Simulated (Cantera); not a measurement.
A Cantera script and its output.

```python
import numpy as np
import cantera as ct

gas = ct.Solution("gri30.yaml")
gas.TPX = 1823, 1000000, {'CH4': 4.2, 'H2O': 4.1}
reactor = ct.IdealGasConstPressureReactor(gas, energy="off", clone=False)
net = ct.ReactorNet([reactor])
net.rtol, net.atol = 1e-08, 1e-18
show = ['CH4', 'H2O', 'O2', 'CH2O', 'CO2']
times = np.geomspace(1e-06, 20, 9)

steps = ct.SolutionArray(gas, extra=["t"])
rows = []
print(f"{'t/s':>10s}{'T/K':>9s}{'P/Pa':>11s}" + "".join(f"{s:>11s}" for s in show))
for t in times:
    while net.time < t:
        t_next = net.step()
        steps.append(gas.state, t=t_next)
    rows.append([np.interp(t, steps.t, y) for y in (steps.T, steps.P, *steps(*show).X.T)])
    print(f"{t:10.3e}{rows[-1][0]:9.1f}{rows[-1][1]:11.4g}" + "".join(f"{x:11.3e}" for x in rows[-1][2:]))
rate = np.gradient(steps.T, steps.t)
print("integrator steps:", len(steps.t))
if steps.T.max() > steps.T[0] + 200:
    print(f"time of steepest temperature rise: {steps.t[rate.argmax()]:.4e} s")
gas.TPX = 1823, 1000000, {'CH4': 4.2, 'H2O': 4.1}
gas.equilibrate("TP")
print(f"equilibrium (TP): T = {gas.T:.1f} K  " + "  ".join(f"{s} {gas[s].X[0]:.3e}" for s in show))
```

Result:

```
       t/s      T/K       P/Pa        CH4        H2O         O2       CH2O        CO2
 1.000e-06   1823.0      1e+06  5.048e-01  4.938e-01  1.526e-13  1.851e-07  4.211e-14
 8.178e-06   1823.0      1e+06  4.955e-01  4.928e-01  2.713e-11  1.251e-05  2.155e-09
 6.687e-05   1823.0      1e+06  4.043e-01  4.692e-01  5.225e-10  5.627e-05  4.337e-06
 5.469e-04   1823.0      1e+06  1.893e-01  3.861e-01  2.055e-10  1.341e-05  2.418e-04
 4.472e-03   1823.0      1e+06  6.790e-02  3.010e-01  7.794e-11  3.311e-06  4.156e-03
 3.657e-02   1823.0      1e+06  5.489e-02  1.600e-01  1.953e-11  1.226e-06  8.756e-03
 2.991e-01   1823.0      1e+06  3.001e-02  4.500e-02  1.628e-12  7.222e-07  3.565e-03
 2.446e+00   1823.0      1e+06  1.118e-02  7.454e-03  4.501e-14  7.465e-07  6.302e-04
 2.000e+01   1823.0      1e+06  5.756e-03  4.495e-04  1.630e-16  7.652e-07  3.829e-05
integrator steps: 1959
equilibrium (TP): T = 1823.0 K  CH4 5.649e-03  H2O 3.244e-04  O2 8.503e-17  CH2O 7.656e-07  CO2 2.763e-05
```

Model: GRI-Mech 3.0 (53 species, 325 reactions), integrated in Cantera.
